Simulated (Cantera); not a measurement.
# Adiabatic ignition

An adiabatic, constant-volume homogeneous reactor starts with C3H8 : O2 : N2 = 2.9 : 6.85 : 25.8 (molar parts), equivalence ratio 2.1, at 1250 K and 3750 Torr.

Computed with Cantera and GRI-Mech 3.0 (53 species, 325 reactions). GRI-Mech 3.0 was tuned for natural gas; its chemistry of propane as a main component is partial and can be far from experiment.

| t (s) | T (K) | P (bar) | x C3H8 | x O2 | x HCN | x C2H6 | x CH2CO | x C2H2 | x H2O |
|---|---|---|---|---|---|---|---|---|---|
| 9.00e-6 | 1250 | 5.00 | 0.0815 | 0.193 | <1e-12 | 5.31e-7 | 5.02e-10 | 5.28e-11 | 3.27e-6 |
| 2.09e-5 | 1250 | 5.00 | 0.0814 | 0.193 | <1e-12 | 7.51e-6 | 1.18e-8 | 1.05e-9 | 2.67e-5 |
| 4.83e-5 | 1250 | 5.00 | 0.0811 | 0.192 | <1e-12 | 6.28e-5 | 1.98e-7 | 1.66e-8 | 0.000130 |
| 0.000112 | 1250 | 5.01 | 0.0803 | 0.192 | <1e-12 | 0.000227 | 1.68e-6 | 1.39e-7 | 0.000401 |
| 0.000260 | 1251 | 5.02 | 0.0781 | 0.191 | <1e-12 | 0.000625 | 1.18e-5 | 9.66e-7 | 0.00115 |
| 0.000601 | 1258 | 5.08 | 0.0712 | 0.187 | <1e-12 | 0.00169 | 0.000101 | 8.18e-6 | 0.00401 |
| 0.00139 | 2682 | 14.0 | <1e-12 | 4.63e-6 | 4.18e-6 | <1e-12 | 9.49e-12 | 1.36e-11 | 0.0918 |
| 0.00323 | 2683 | 14.0 | <1e-12 | 4.67e-6 | 2.50e-6 | <1e-12 | 9.15e-12 | 1.30e-11 | 0.0918 |
| 0.00748 | 2683 | 14.0 | <1e-12 | 4.67e-6 | 2.50e-6 | <1e-12 | 9.15e-12 | 1.30e-11 | 0.0918 |
| 0.0173 | 2683 | 14.0 | <1e-12 | 4.67e-6 | 2.50e-6 | <1e-12 | 9.15e-12 | 1.30e-11 | 0.0918 |
| 0.0402 | 2683 | 14.0 | <1e-12 | 4.67e-6 | 2.50e-6 | <1e-12 | 9.15e-12 | 1.30e-11 | 0.0918 |
| 0.0931 | 2683 | 14.0 | <1e-12 | 4.67e-6 | 2.50e-6 | <1e-12 | 9.15e-12 | 1.30e-11 | 0.0918 |
| 0.216 | 2683 | 14.0 | <1e-12 | 4.67e-6 | 2.50e-6 | <1e-12 | 9.15e-12 | 1.30e-11 | 0.0918 |
| 0.500 | 2683 | 14.0 | <1e-12 | 4.67e-6 | 2.50e-6 | <1e-12 | 9.15e-12 | 1.30e-11 | 0.0918 |
x: mole fraction; the columns are a selection and need not sum to one.

```
Item                                                                Result
---------------------------------  ---------------------------------------
time of steepest temperature rise                                  1.02 ms
temperature at 0.500 s                                              2683 K
equilibrium temperature                                             2683 K
x(C3H8) at 0.500 s                   <1e-12 (gas-phase equilibrium <1e-12)
x(O2) at 0.500 s                   4.67e-6 (gas-phase equilibrium 4.67e-6)
x(HCN) at 0.500 s                  2.50e-6 (gas-phase equilibrium 2.50e-6)
```
